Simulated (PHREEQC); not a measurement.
Make-up at 25 °C: 0.15 mol FeCl3, 0.037 mol HCl and 0.0073 mol Na2SO4 per kg of water. Closed to the air; pH follows from the charge balance.

Model: ion-association model, phreeqc.dat, run in PHREEQC.

The ionic strength comes out as 0.535 mol/kgw. What activity coefficients do H+, SO4-2, FeCl+2, FeHSO4+2, Fe+3 get?

H+ 0.76, SO4-2 0.20, FeCl+2 0.21, FeHSO4+2 0.29, Fe+3 0.087.

Precipitation was switched off in this run. Examples of supersaturated solids here: Hematite (slow to form), Goethite (slow to form). Others may be too.
